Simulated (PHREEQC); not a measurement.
0.1 g of hydrous ferric oxide (600 m²/g; 0.2 weak and 0.005 strong sites per Fe, Dzombak-Morel constants, diffuse double layer) in 1 kg of water with 0.3 mol/kgw of an inert sodium salt and 5.8e-05 mol SrCl2, 3e-05 mol NiCl2 and 5.3e-05 mol MgCl2, at 25 °C; the pH is set by adding NaOH or the inert anion's acid. O2 is buffered at 0.21 atm. CO2 from the air is kept out. Nothing may precipitate in this run.

The series has 17 steps of pH, from 3 to 11.

The numbers come from PHREEQC with the ion-association model, wateq4f.dat.

**Question.** Near which pH is half of the Ni sorbed, and on which side is more sorbed?

**Answer.** Near pH 7.3, with more sorbed at higher pH.

**Question.** Near which pH is half of the Mg sorbed, and on which side is more sorbed?

**Answer.** Near pH 8.9, with more sorbed at higher pH.

**Question.** At which pH does the surface charge pass through zero?

**Answer.** Near pH 8.5.

Along this series the solution becomes supersaturated in solids that the run did not let form, among them Ni(OH)2. The oxide is taken as insoluble; below pH 4 it would dissolve.
